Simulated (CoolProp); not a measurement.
Fluorine along the isotherm 26.85 °C: fugacity coefficient from the reference equation and from simpler models built on Tc = -128.7 °C, pc = 52.40 bar, ω = 0.045; each cubic takes its own stable root.

Model: reference Helmholtz-energy equation of state, de Reuck 1990, in CoolProp.

```json
[
 {"p (bar)": "15.4", "phase": "gas", "reference": "0.9939", "van der Waals": "0.9891", "Redlich-Kwong": "0.9923", "Soave-Redlich-Kwong": "0.9957", "Peng-Robinson": "0.9911"},
 {"p (bar)": "30.8", "phase": "gas", "reference": "0.9878", "van der Waals": "0.9786", "Redlich-Kwong": "0.9849", "Soave-Redlich-Kwong": "0.9918", "Peng-Robinson": "0.9828"},
 {"p (bar)": "46.2", "phase": "gas", "reference": "0.9819", "van der Waals": "0.9684", "Redlich-Kwong": "0.9780", "Soave-Redlich-Kwong": "0.9883", "Peng-Robinson": "0.9751"},
 {"p (bar)": "61.5", "phase": "supercritical", "reference": "0.9764", "van der Waals": "0.9586", "Redlich-Kwong": "0.9715", "Soave-Redlich-Kwong": "0.9852", "Peng-Robinson": "0.9679"},
 {"p (bar)": "76.9", "phase": "supercritical", "reference": "0.9713", "van der Waals": "0.9492", "Redlich-Kwong": "0.9654", "Soave-Redlich-Kwong": "0.9823", "Peng-Robinson": "0.9612"},
 {"p (bar)": "92.3", "phase": "supercritical", "reference": "0.9667", "van der Waals": "0.9402", "Redlich-Kwong": "0.9597", "Soave-Redlich-Kwong": "0.9799", "Peng-Robinson": "0.9550"},
 {"p (bar)": "108", "phase": "supercritical", "reference": "0.9625", "van der Waals": "0.9315", "Redlich-Kwong": "0.9544", "Soave-Redlich-Kwong": "0.9778", "Peng-Robinson": "0.9492"},
 {"p (bar)": "123", "phase": "supercritical", "reference": "0.9589", "van der Waals": "0.9236", "Redlich-Kwong": "0.9497", "Soave-Redlich-Kwong": "0.9761", "Peng-Robinson": "0.9442"},
 {"p (bar)": "138", "phase": "supercritical", "reference": "0.9558", "van der Waals": "0.9162", "Redlich-Kwong": "0.9454", "Soave-Redlich-Kwong": "0.9747", "Peng-Robinson": "0.9396"},
 {"p (bar)": "154", "phase": "supercritical", "reference": "0.9529", "van der Waals": "0.9089", "Redlich-Kwong": "0.9412", "Soave-Redlich-Kwong": "0.9736", "Peng-Robinson": "0.9352"},
 {"p (bar)": "169", "phase": "supercritical", "reference": "0.9507", "van der Waals": "0.9026", "Redlich-Kwong": "0.9377", "Soave-Redlich-Kwong": "0.9730", "Peng-Robinson": "0.9315"},
 {"p (bar)": "185", "phase": "supercritical", "reference": "0.9487", "van der Waals": "0.8965", "Redlich-Kwong": "0.9344", "Soave-Redlich-Kwong": "0.9726", "Peng-Robinson": "0.9279"},
 {"p (bar)": "200", "phase": "supercritical", "reference": "0.9473", "van der Waals": "0.8913", "Redlich-Kwong": "0.9317", "Soave-Redlich-Kwong": "0.9726", "Peng-Robinson": "0.9251"}
]
```
